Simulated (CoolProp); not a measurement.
Values from CoolProp's reference Helmholtz-energy equation of state, Thol 2015.

Q: For 1,2-dichloroethane, give the phase and the Z, cp (kJ/(kg K)), speed of sound (m/s), isothermal compressibility (1/MPa) at 288.8 K and 1.33 MPa; 398.3 K and 4.54 MPa.

A: 
- 288.8 K and 1.33 MPa: liquid; Z 0.0435, cp 1.30, speed of sound 1240, isothermal compressibility 0.000743
- 398.3 K and 4.54 MPa: liquid; Z 0.124, cp 1.41, speed of sound 840, isothermal compressibility 0.00192
